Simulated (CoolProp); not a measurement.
CH2F2 (R32) at 298.15 K and 15.1 MPa flows at 0.059 m/s in a round tube of 25 mm bore and 0.25 µm roughness, fully developed (64/Re and Nu = 3.66 if laminar; Colebrook and Gnielinski if turbulent). Each further row changes one setting.

Values from CoolProp's reference Helmholtz-energy equation of state, Tillner-Roth 1997.

```json
[
 {"case": "as stated", "Reynolds number": "10900", "Darcy friction factor": "0.0302", "pressure drop (Pa/m)": "2.16", "heat-transfer coefficient (W/(m² K))": "274", "mass flow (kg/h)": "107"},
 {"case": "velocity 0.118 m/s", "Reynolds number": "21800", "Darcy friction factor": "0.0254", "pressure drop (Pa/m)": "7.24", "heat-transfer coefficient (W/(m² K))": "492", "mass flow (kg/h)": "214"},
 {"case": "diameter 50 mm", "Reynolds number": "21800", "Darcy friction factor": "0.0253", "pressure drop (Pa/m)": "0.905", "heat-transfer coefficient (W/(m² K))": "246", "mass flow (kg/h)": "428"}
]
```

Viscosity comes from a separate model (Bell 2016), an estimate that may be off by 10 % or more. Thermal conductivity comes from a separate model (Huber 2003), an estimate that may be off by 10 % or more.
